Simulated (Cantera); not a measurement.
Input: 1 mol Si, 2.4 mol Br2, 31 mol H2, held at 2.20e-5 bar.

Cantera equilibrium calculation (NASA polynomials, part measured and part estimated; ideal gas, pure solids and liquids). Candidate condensed phases: Br2, Si; 19 gas species. The tables' values for SiBr3 are old estimates; treat these amounts as uncertain. Equilibrium is a limit: real reactors are often held back by kinetics, nucleation or transport. All values below are at 602 °C.

Base state: H2 0.911, HBr 0.0674, SiBr4 0.0174, SiBr2 0.00372, SiBr3 0.000296, SiHBr3 0.000289 (mole fractions); condensed: Si(s).

Question: What changes in the equilibrium state with this change: Br2 from 2.4 to 0.6 mol?

Answer: 
```csv
species,before,after
H2,0.911,0.966
HBr,0.0674,0.0327
SiBr4,0.0174,0.000859
SiBr3,0.000296,3.10e-5
SiHBr3,0.000289,3.12e-5
SiBr2,0.00372,0.000827
"Si(s), mol",0.287,0.945
```

Question: What changes in the equilibrium state with this change: H2 from 31 to 12 mol?

Answer: 
```json
[
 {"species": "H2", "before": "0.911", "after": "0.841"},
 {"species": "HBr", "before": "0.0674", "after": "0.0889"},
 {"species": "SiBr4", "before": "0.0174", "after": "0.0617"},
 {"species": "SiBr3", "before": "0.000296", "after": "0.000765"},
 {"species": "SiHBr3", "before": "0.000289", "after": "0.000718"},
 {"species": "SiBr2", "before": "0.00372", "after": "0.00701"},
 {"species": "Si(s), mol", "before": "0.287", "after": "0.0487"}
]
```
